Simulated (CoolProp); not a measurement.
Properties of CH3F (R41) at several states.

Values from CoolProp's reference Helmholtz-energy equation of state, Lemmon 2006. It is a short technical equation, of lower accuracy than the large ones.

```csv
T (K),p (bar),phase,Z,cp (kJ/(kg K)),cv (kJ/(kg K)),isothermal compressibility (1/MPa),expansivity (1/kK)
306.6,0.994,gas,0.9925,(withheld),0.8766,10.14,3.343
422,0.94,gas,0.9976,1.348,1.101,10.66,2.390
176.9,0.754,liquid,0.001902,2.058,(withheld),0.001217,(withheld)
369.1,62.2,supercritical,(withheld),(withheld),(withheld),(withheld),7.072
397.1,24.6,gas,0.9218,1.446,1.091,(withheld),3.295
```

Question: Some entries are withheld; supply them.

Answer: 
- 306.6, cp (kJ/(kg K)): 1.129
- 176.9, cv (kJ/(kg K)): 1.323
- 176.9, expansivity (1/kK): 2.154
- 369.1, Z: 0.7306
- 369.1, cp (kJ/(kg K)): 2.038
- 369.1, cv (kJ/(kg K)): 1.166
- 369.1, isothermal compressibility (1/MPa): 0.2242
- 397.1, isothermal compressibility (1/MPa): 0.4412
